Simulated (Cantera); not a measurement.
Boron, boron nitride and boron oxide: borazine + H2 + O2

Feed: 1 mol borazine, 39 mol H2, 0.068 mol O2, at 133 Pa.

Cantera equilibrium calculation (NASA polynomials, part measured and part estimated; ideal gas, pure solids and liquids). Candidate condensed phases: B, BN, B2O3, B3O3H3, H2O; 39 gas species. The feed counts by its element totals alone. Mutual solubility and eutectic melting of coexisting phases are not modelled. The numbers say what is thermodynamically allowed, not how fast it happens.

```csv
T (°C),x H2,x HBO,x N2,x HBO2,x B2O3,x H2O,x H,n BN(s),n B2O3(l)
502,0.999,1.16e-11,0.00104,1.60e-8,<1e-12,0.000113,2.71e-11,2.91,0.0438
552,0.999,1.89e-10,0.00104,8.55e-8,<1e-12,0.000113,2.17e-10,2.91,0.0438
602,0.999,2.22e-9,0.00104,3.73e-7,2.59e-12,0.000112,1.37e-9,2.91,0.0438
652,0.999,1.98e-8,0.00104,1.37e-6,5.11e-11,0.000111,7.13e-9,2.91,0.0437
702,0.999,1.41e-7,0.00104,4.38e-6,7.35e-10,0.000109,3.13e-8,2.91,0.0437
752,0.999,8.23e-7,0.00104,1.24e-5,8.07e-9,0.000107,1.19e-7,2.91,0.0435
802,0.999,4.06e-6,0.00104,3.15e-5,7.02e-8,0.000105,4.02e-7,2.91,0.0429
852,0.999,1.73e-5,0.00103,7.34e-5,5.00e-7,0.000102,1.22e-6,2.91,0.0416
902,0.999,6.51e-5,0.00103,0.000158,2.99e-6,0.000100,3.36e-6,2.91,0.0385
952,0.998,0.000219,0.00103,0.000319,1.54e-5,9.78e-5,8.53e-6,2.91,0.0313
1002,0.997,0.000663,0.00106,0.000609,6.90e-5,9.63e-5,2.02e-5,2.91,0.0145
1052,0.996,0.00140,0.00118,0.000663,0.000125,7.52e-5,4.47e-5,2.90,0
```
x: gas mole fraction; n: condensed amount in mol.

From 502 °C to 1002 °C the condensed part is BN(s) + B2O3(l). At 1052 °C the condensed part is BN(s). The main B-bearing gas is HBO2 at 502 °C and HBO at 1052 °C.
